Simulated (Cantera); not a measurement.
An adiabatic, constant-pressure homogeneous reactor starts with H2 : O2 : N2 = 1 : 0.263 : 0.989 (molar parts), equivalence ratio 1.9, at 1325 K and 160000 Pa. Integrator tolerance rtol = 1e-08.

Computed with Cantera and GRI-Mech 3.0 (53 species, 325 reactions).

```
quantity                                                              before                                      after
---------------------------------  -----------------------------------------  -----------------------------------------
time of steepest temperature rise                                    17.3 µs                                    4.46 µs
temperature at 0.200 s                                                2756 K                                     2851 K
equilibrium temperature                                               2756 K                                     2851 K
x(H2) at 0.200 s                         0.227 (gas-phase equilibrium 0.227)        0.232 (gas-phase equilibrium 0.232)
x(O2) at 0.200 s                   0.000258 (gas-phase equilibrium 0.000258)    8.65e-5 (gas-phase equilibrium 8.65e-5)
x(H2O) at 0.200 s                        0.250 (gas-phase equilibrium 0.250)        0.256 (gas-phase equilibrium 0.256)
x(O) at 0.200 s                    0.000581 (gas-phase equilibrium 0.000581)  0.000196 (gas-phase equilibrium 0.000196)
x(N2O) at 0.200 s                    5.32e-8 (gas-phase equilibrium 5.32e-8)    8.91e-8 (gas-phase equilibrium 8.91e-8)
x(HO2) at 0.200 s                    3.04e-7 (gas-phase equilibrium 3.04e-7)    2.62e-7 (gas-phase equilibrium 2.62e-7)
x(OH) at 0.200 s                     0.00787 (gas-phase equilibrium 0.00787)    0.00486 (gas-phase equilibrium 0.00486)
```

Q: Name the change that produced these shifts.
(A) O2 0.263 to 0.11 parts
(B) pressure from 160000 Pa to 1000000 Pa
(C) pressure from 160000 Pa to 500000 Pa
(D) N2 0.989 to 1.9 parts

A: B, pressure from 160000 Pa to 1000000 Pa
